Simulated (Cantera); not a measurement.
Thermodynamics of carbon deposition, reforming and gasification, feed C₂H₄ + H₂ + N₂

Input: 1 mol C₂H₄, 23 mol H₂, 47 mol N₂, held at 16.0 mbar.

Method: chemical equilibrium by Gibbs-energy minimisation in Cantera with the NASA 1993 tables (ideal gas, pure condensed phases). Candidate condensed phases: C, C₆H₆, C₇H₈, C₈H₁₈; 92 gas species. Rates play no part.

From 427 °C to 1427 °C the condensed part is C(graphite). The main C-bearing gas is CH₄ at 427 °C and HCN at 1427 °C. The share of C in condensed phases is highest at 927 °C (99.8 %) and lowest at 427 °C (49.4 %).

```csv
T (°C),log p N₂,log p H₂,log p CH₄,log p HCN,log p H,n C(graphite)
427,-1.97,-2.29,-3.64,-10.41,<-13,0.988
527,-1.98,-2.26,-4.39,-9.15,-12.67,1.82
627,-1.98,-2.26,-5.02,-8.18,-11.06,1.96
727,-1.98,-2.26,-5.53,-7.40,-9.77,1.99
827,-1.98,-2.26,-5.96,-6.77,-8.72,1.99
927,-1.98,-2.26,-6.31,-6.25,-7.83,2.00
1027,-1.98,-2.26,-6.62,-5.80,-7.08,1.99
1127,-1.98,-2.26,-6.88,-5.42,-6.44,1.98
1227,-1.98,-2.26,-7.10,-5.09,-5.88,1.96
1327,-1.98,-2.26,-7.30,-4.81,-5.39,1.93
1427,-1.98,-2.26,-7.47,-4.56,-4.96,1.87
```
log p: log10 of the partial pressure in bar; n: condensed amount in mol.
